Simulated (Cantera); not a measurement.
## Fe₂O₃ + H₂ (hydrogen reduction and annealing atmospheres)

Charge: 1 mol Fe₂O₃, 13 mol H₂, held at 0.100 bar.

These are equilibrium values from Cantera (NASA tables, ideal gas, pure condensed phases), not measurements of a reactor. Candidate condensed phases: Fe, FeO, Fe(OH)₂, Fe(OH)₃, Fe₂O₃, Fe₃O₄, H₂O; 12 gas species. Mutual solubility and eutectic melting of coexisting phases are not modelled. The tables' stoichiometric FeO is somewhat more stable than real wüstite, so its field is too wide. FeO: taken at fixed stoichiometry. Equilibrium is a limit: real reactors are often held back by kinetics, nucleation or transport.

```
T (K)   x H₂  x H₂O       x H      x Fe  n Fe(α)  n FeO(s)  n Fe(γ)
-----  -----  -----  --------  --------  -------  --------  -------
925    0.873  0.127  7.69e-10    <1e-12    0.653      1.35        0
1000   0.848  0.152   6.61e-9    <1e-12    0.971      1.03        0
1075   0.824  0.176   4.21e-8  4.51e-12     1.29     0.712        0
1150   0.799  0.201   2.11e-7  8.59e-11     1.61     0.387        0
1225   0.775  0.225   8.68e-7   1.13e-9        0    0.0774     1.92
1300   0.769  0.231   3.07e-6   1.09e-8        0         0     2.00
1375   0.769  0.231   9.50e-6   8.21e-8        0         0     2.00
1450   0.769  0.231   2.62e-5   4.99e-7        0         0     2.00
1525   0.769  0.231   6.56e-5   2.53e-6        0         0     2.00
1600   0.769  0.231  0.000151   1.10e-5        0         0     2.00
```
x: gas mole fraction; n: condensed amount in mol.

From 925 K to 1150 K the condensed part is Fe(α) + FeO(s). At 1225 K the condensed part is Fe(γ) + FeO(s). From 1300 K to 1600 K the condensed part is Fe(γ).
